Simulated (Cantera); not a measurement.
A Cantera script and its output.

```python
import numpy as np
import cantera as ct

gas = ct.Solution("gri30.yaml")
gas.TPX = 1375, 430, {'H2': 2.7, 'O2': 1, 'N2': 0.54}
reactor = ct.IdealGasConstPressureReactor(gas, energy="off", clone=False)
net = ct.ReactorNet([reactor])
net.rtol, net.atol = 1e-08, 1e-18
show = ['H2', 'O2', 'NO2', 'NO', 'H', 'OH', 'O']
times = np.geomspace(1e-06, 7, 11)

steps = ct.SolutionArray(gas, extra=["t"])
rows = []
print(f"{'t/s':>10s}{'T/K':>9s}{'P/Pa':>11s}" + "".join(f"{s:>11s}" for s in show))
for t in times:
    while net.time < t:
        t_next = net.step()
        steps.append(gas.state, t=t_next)
    rows.append([np.interp(t, steps.t, y) for y in (steps.T, steps.P, *steps(*show).X.T)])
    print(f"{t:10.3e}{rows[-1][0]:9.1f}{rows[-1][1]:11.4g}" + "".join(f"{x:11.3e}" for x in rows[-1][2:]))
rate = np.gradient(steps.T, steps.t)
print("integrator steps:", len(steps.t))
if steps.T.max() > steps.T[0] + 200:
    print(f"time of steepest temperature rise: {steps.t[rate.argmax()]:.4e} s")
gas.TPX = 1375, 430, {'H2': 2.7, 'O2': 1, 'N2': 0.54}
gas.equilibrate("TP")
print(f"equilibrium (TP): T = {gas.T:.1f} K  " + "  ".join(f"{s} {gas[s].X[0]:.3e}" for s in show))
```

It prints:

```
       t/s      T/K       P/Pa         H2         O2        NO2         NO          H         OH          O
 1.000e-06   1375.0        430  6.368e-01  2.358e-01  3.108e-35  2.494e-25  7.948e-10  1.416e-12  1.428e-12
 4.836e-06   1375.0        430  6.368e-01  2.358e-01  2.420e-32  2.752e-23  3.823e-09  3.087e-11  3.206e-11
 2.339e-05   1375.0        430  6.368e-01  2.358e-01  3.120e-29  2.848e-21  1.838e-08  5.473e-10  6.321e-10
 1.131e-04   1375.0        430  6.368e-01  2.358e-01  5.324e-26  2.500e-19  1.053e-07  6.679e-09  9.007e-09
 5.471e-04   1375.0        430  6.368e-01  2.358e-01  1.253e-22  3.059e-17  2.350e-06  1.787e-07  2.510e-07
 2.646e-03   1375.0        430  3.952e-01  1.414e-01  4.299e-16  1.046e-09  1.471e-01  9.866e-03  1.587e-02
 1.280e-02   1375.0        430  1.320e-01  3.942e-02  1.480e-13  3.582e-07  3.028e-01  1.454e-02  3.075e-02
 6.188e-02   1375.0        430  1.377e-01  3.324e-02  7.479e-13  1.867e-06  2.666e-01  1.363e-02  2.434e-02
 2.993e-01   1375.0        430  1.555e-01  1.328e-02  1.580e-12  5.350e-06  1.554e-01  9.156e-03  8.434e-03
 1.447e+00   1375.0        430  1.928e-01  7.181e-04  5.855e-13  7.087e-06  4.247e-02  2.371e-03  4.812e-04
 7.000e+00   1375.0        430  2.111e-01  2.340e-05  2.007e-13  7.284e-06  8.559e-03  4.479e-04  1.673e-05
integrator steps: 1222
equilibrium (TP): T = 1375.0 K  H2 2.160e-01  O2 1.800e-10  NO2 1.321e-16  NO 8.500e-09  H 2.445e-05  OH 1.257e-06  O 1.311e-10
```

Cantera simulation using GRI-Mech 3.0 (53 species, 325 reactions); the numbers are that mechanism's predictions, not measurements. Radical loss at walls, strong at low pressure, is not modelled. The temperature is held fixed by assumption; the heat of reaction is taken as removed at once.
